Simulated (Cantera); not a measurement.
Equilibrium for silicon nitride deposition: SiCl4 + N2 + H2 + HF

Feed: 1 mol SiCl4, 5.5 mol N2, 1.2 mol H2, 0.0023 mol HF, at 10.0 mbar.

Equilibrium computed with Cantera from the NASA thermochemical tables; the gas is ideal and each condensed phase is pure. Candidate condensed phases: NH4Cl, Si, Si3N4; 49 gas species. N2 is the only nitrogen source here; it is nearly inert below about 1500 K, so the nitride shown seldom forms there in practice. The tables' values for SiCl3 are old estimates; treat these amounts as uncertain. Rates play no part.

From 1000 K to 1300 K the condensed part is Si3N4(s). The main Si-bearing gas is SiCl4 throughout.

| T (K) | x N2 | x HCl | x SiCl4 | x H2 | n Si3N4(s) |
|---|---|---|---|---|---|
| 1000 | 0.666 | 0.211 | 0.0746 | 0.0476 | 0.138 |
| 1025 | 0.666 | 0.213 | 0.0740 | 0.0464 | 0.139 |
| 1050 | 0.665 | 0.215 | 0.0734 | 0.0454 | 0.140 |
| 1075 | 0.665 | 0.217 | 0.0727 | 0.0444 | 0.141 |
| 1100 | 0.665 | 0.219 | 0.0721 | 0.0435 | 0.142 |
| 1125 | 0.664 | 0.220 | 0.0714 | 0.0426 | 0.143 |
| 1150 | 0.664 | 0.222 | 0.0706 | 0.0418 | 0.144 |
| 1175 | 0.663 | 0.223 | 0.0697 | 0.0411 | 0.144 |
| 1200 | 0.663 | 0.224 | 0.0686 | 0.0404 | 0.144 |
| 1225 | 0.662 | 0.225 | 0.0673 | 0.0398 | 0.143 |
| 1250 | 0.662 | 0.226 | 0.0655 | 0.0393 | 0.142 |
| 1275 | 0.661 | 0.226 | 0.0633 | 0.0389 | 0.139 |
| 1300 | 0.660 | 0.226 | 0.0604 | 0.0386 | 0.135 |
x: gas mole fraction; n: condensed amount in mol.
